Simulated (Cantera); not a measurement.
## Pyrogenic steam for wet oxidation

An isothermal, constant-pressure homogeneous reactor starts with H2 : O2 : N2 = 0.76 : 1 : 0.76 (molar parts), at 825 K and 82.5 Torr.

Detailed kinetics in Cantera: GRI-Mech 3.0 (53 species, 325 reactions). Radical loss at walls, strong at low pressure, is not modelled. Below about 950 K walls govern HO2 and H2O2 in real vessels. The temperature is held fixed by assumption; the heat of reaction is taken as removed at once.

| t (s) | x H2 | x O2 | x H2O2 | x NO2 | x NO |
|---|---|---|---|---|---|
| 0.000400 | 0.302 | 0.397 | <1e-12 | <1e-12 | <1e-12 |
| 0.00103 | 0.302 | 0.397 | <1e-12 | <1e-12 | <1e-12 |
| 0.00265 | 0.302 | 0.397 | 7.25e-11 | <1e-12 | <1e-12 |
| 0.00684 | 0.146 | 0.341 | 3.33e-6 | 4.67e-11 | 1.66e-8 |
| 0.0176 | 0.129 | 0.335 | 6.28e-5 | 1.46e-8 | 2.40e-9 |
| 0.0454 | 0.129 | 0.336 | 7.88e-5 | 1.66e-8 | 4.23e-10 |
| 0.117 | 0.129 | 0.336 | 8.46e-5 | 1.65e-8 | 5.39e-10 |
| 0.301 | 0.129 | 0.335 | 9.18e-5 | 1.63e-8 | 6.49e-10 |
| 0.776 | 0.129 | 0.335 | 0.000111 | 1.63e-8 | 7.10e-10 |
| 2.00 | 0.129 | 0.335 | 0.000176 | 1.61e-8 | 8.73e-10 |
x: mole fraction; the columns are a selection and need not sum to one.

Equilibrium at this temperature and pressure: H2 <1e-12, O2 0.290, H2O2 1.19e-11, NO2 2.21e-7, NO 2.41e-6 (gas phase only).
